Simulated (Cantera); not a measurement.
Input: 1 mol trisilylamine, 0.64 mol NH3, 0.18 mol H2, equilibrated at 1200 °C and 69.8 Torr.

Cantera equilibrium calculation (NASA polynomials, part measured and part estimated; ideal gas, pure solids and liquids). Candidate condensed phases: Si, Si3N4; 18 gas species. The feed counts by its element totals alone. Mutual solubility and eutectic melting of coexisting phases are not modelled. Equilibrium is a limit: real reactors are often held back by kinetics, nucleation or transport.

Base state: H2 1.000, N2 0.000297, H 4.15e-5 (mole fractions); condensed: Si(s) + Si3N4(s).

Q: What changes in the equilibrium state with this change: 0.47 mol CO2 added?

A: 
| species | before | after |
|---|---|---|
| H2 | 1.000 | 0.996 |
| SiO | 0 | 0.00338 |
| CO | 0 | 8.28e-5 |
| N2 | 0.000297 | 4.19e-7 |
| H | 4.15e-5 | 4.14e-5 |
| Si(s), mol | 1.77 | 0.821 |
| Si3N4(s), mol | 0.409 | 0 |
| SiC(s), mol | 0 | 0.470 |
| SiO2(β-quartz), mol | 0 | 0.0502 |
| Si2N2O(s), mol | 0 | 0.820 |
The tables hold silica as quartz up to 1696 K and as liquid above; real silica turns to tridymite and cristobalite and melts near 1996 K. Further candidate phases: C, C6H6, C7H8, C8H18, H2O, SiC, SiO2, Si2N2O.
